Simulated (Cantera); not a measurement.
An adiabatic, constant-pressure homogeneous reactor starts with H₂ : O₂ : N₂ = 0.34 : 0.333 : 1.3 (molar parts), at 1425 K and 1.48 atm.

Cantera simulation using the H2/O2 subset of GRI-Mech 3.0, which has no nitrogen chemistry; the numbers are that mechanism's predictions, not measurements.

Q: Predict: time of steepest temperature rise; temperature at 0.200 s; equilibrium temperature; x(H₂) at 0.200 s; x(O₂) at 0.200 s; x(H₂O₂) at 0.200 s; x(H₂O) at 0.200 s; x(HO₂) at 0.200 s; x(H) at 0.200 s.

A: 
| Quantity | Result |
|---|---|
| time of steepest temperature rise | 12.5 µs |
| temperature at 0.200 s | 2517 K |
| equilibrium temperature | 2517 K |
| x(H₂) at 0.200 s | 0.00318 (gas-phase equilibrium 0.00318) |
| x(O₂) at 0.200 s | 0.0860 (gas-phase equilibrium 0.0860) |
| x(H₂O₂) at 0.200 s | 4.62e-7 (gas-phase equilibrium 4.62e-7) |
| x(H₂O) at 0.200 s | 0.176 (gas-phase equilibrium 0.176) |
| x(HO₂) at 0.200 s | 1.12e-5 (gas-phase equilibrium 1.12e-5) |
| x(H) at 0.200 s | 0.00126 (gas-phase equilibrium 0.00126) |
